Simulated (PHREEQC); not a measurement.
Model water analysis in mg/L, 25 °C, pH 6.83, pe 11:

```tsv
constituent	mg/L
Na	0.0235
K	0.0255
Ca	0.0543
Mg	0.00411
Cl	0.0635
S(6) as SO4	0.135
Alkalinity as HCO3	0.0107
Cd	0.00533
```

Na is adjusted to close the charge balance.
Valence states are taken as typed.

All values are PHREEQC results (ion-association model, wateq4f.dat), not measurements.

* **ionic strength**: 7.90e-6 mol/kgw

```json
[
 {"species": "Cl-", "molality": "1.79e-6", "activity": "1.79e-6", "log γ": "-0.001"},
 {"species": "SO4-2", "molality": "1.41e-6", "activity": "1.39e-6", "log γ": "-0.006"},
 {"species": "Ca+2", "molality": "1.35e-6", "activity": "1.34e-6", "log γ": "-0.006"},
 {"species": "Na+", "molality": "9.82e-7", "activity": "9.79e-7", "log γ": "-0.001"},
 {"species": "K+", "molality": "6.52e-7", "activity": "6.50e-7", "log γ": "-0.001"},
 {"species": "HCO3-", "molality": "2.56e-7", "activity": "2.55e-7", "log γ": "-0.001"},
 {"species": "Mg+2", "molality": "1.69e-7", "activity": "1.67e-7", "log γ": "-0.006"},
 {"species": "H+", "molality": "1.48e-7", "activity": "1.48e-7", "log γ": "-0.001"},
 {"species": "CO2", "molality": "8.47e-8", "activity": "8.47e-8", "log γ": "0.000"},
 {"species": "OH-", "molality": "6.79e-8", "activity": "6.77e-8", "log γ": "-0.001"},
 {"species": "Cd+2", "molality": "4.74e-8", "activity": "4.67e-8", "log γ": "-0.006"}
]
```

This is a speciation only: nothing precipitates in the calculation. Complexes and solids missing from the database can't appear.
